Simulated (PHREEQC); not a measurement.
Ca(OH)2 is added in steps, without added water, to 1 kg of water holding 4 mmol/kgw ZnSO4, 0.61 mmol/kgw NiCl2 and 4.9 mmol/kgw NaCl, at 20 °C. Oxygen is held at 0.21 atm. No CO2 enters from the air. The run lets Gypsum, Portlandite, Zincite(c), Zn4(OH)6SO4, Zn5(OH)8Cl2, Ni(OH)2, Ni4(OH)6SO4, Halite, Mirabilite, Goslarite, Morenosite precipitate or redissolve, and no other solid.

Base run: PHREEQC, ion-association model, wateq4f.dat. Each further column changes one thing. The table gives Ni+2 (mol/kgw).

```tsv
Ca(OH)2 added (mol)	base	NiCl2 replaced by NiSO4 at the same molality	ZnSO4 replaced by Zn(NO3)2 at the same molality	diluted 5-fold with water	no solid may form
0	0.000506	0.000495	0.000604	0.000113	0.000506
0.00165	0.000209	0.000210	0.000277	9.96e-13	0.000493
0.0033	9.83e-5	9.55e-5	0.000123	1.11e-13	0.000462
0.00495	6.79e-12	6.79e-12	6.87e-12	4.43e-14	1.02e-5
0.00605	4.03e-13	4.03e-13	4.11e-13	2.94e-14	2.41e-7
0.0077	9.54e-14	9.52e-14	9.78e-14	1.86e-14	1.69e-8
0.00935	4.38e-14	4.36e-14	4.50e-14	1.31e-14	3.51e-9
0.011	2.58e-14	2.57e-14	2.66e-14	0	1.20e-9
```

The database's Ni(OH)2 is the aged solid; a fresh precipitate is more soluble. In at least one series the solution becomes supersaturated in solids that the run did not let form, among them Zincite(c), Zn4(OH)6SO4, Zn5(OH)8Cl2, Ni(OH)2, Ni4(OH)6SO4. Solids allowed in the column 'ZnSO4 replaced by Zn(NO3)2 at the same molality': Portlandite, Zincite(c), Zn5(OH)8Cl2, Ni(OH)2, Halite.
